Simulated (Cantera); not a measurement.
A perfectly stirred reactor is fed with CH4 : O2 : N2 : H2O = 1 : 1.43 : 5.37 : 0.62 (molar parts), equivalence ratio 1.4, at 180000 Pa; it is adiabatic with a 650 K inlet, and is followed from long to short residence time, starting on the burning branch (τ in s: 0.38, 0.14, 0.05, 0.018, 0.0065, 0.0024, 0.00085, 0.00031, 0.00011, 4e-05, 1.4e-05, 5.2e-06).

Computed with Cantera and GRI-Mech 3.0 (53 species, 325 reactions).

Predict: blow-out, bracketed by the residence times tried; x(CH4) at τ = 0.380 s; x(O2) at τ = 0.380 s; x(H2O) at τ = 0.380 s; x(HCO) at τ = 0.380 s; x(CH4) at τ = 0.850 ms; x(O2) at τ = 0.850 ms; x(H2O) at τ = 0.850 ms; x(NO2) at τ = 0.850 ms; x(HCO) at τ = 0.850 ms.


- blow-out, bracketed by the residence times tried = burning at 0.310 ms, out at 0.110 ms
- x(CH4) at τ = 0.380 s = 3.59e-5
- x(O2) at τ = 0.380 s = 2.33e-5
- x(H2O) at τ = 0.380 s = 0.228
- x(HCO) at τ = 0.380 s = 3.19e-8
- x(CH4) at τ = 0.850 ms = 0.00128
- x(O2) at τ = 0.850 ms = 0.00279
- x(H2O) at τ = 0.850 ms = 0.227
- x(NO2) at τ = 0.850 ms = 3.70e-9
- x(HCO) at τ = 0.850 ms = 2.19e-6
